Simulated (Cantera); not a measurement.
A freely propagating, adiabatic, planar premixed flame of H2 : O2 : N2 = 1 : 0.417 : 1.57 (molar parts), unburnt at 500 K and 0.148 atm; unity-Lewis-number transport, grid criteria slope 0.08 and curve 0.16, no radiation.

Computed with Cantera and the H2/O2 subset of GRI-Mech 3.0, which has no nitrogen chemistry. Unity Lewis numbers drop preferential diffusion, which matters most where H2 and H carry the flame. Burning velocities carry a grid error of a few per cent, more on coarse grids.

Question: Predict: laminar burning velocity; thermal thickness; peak x(O); peak x(H); peak x(H2O2).

Answer: 
| Quantity | Value |
|---|---|
| laminar burning velocity | 298 cm/s |
| thermal thickness | 3.91 mm |
| peak x(O) | 0.0120 |
| peak x(H) | 0.105 |
| peak x(H2O2) | 1.90e-6 |
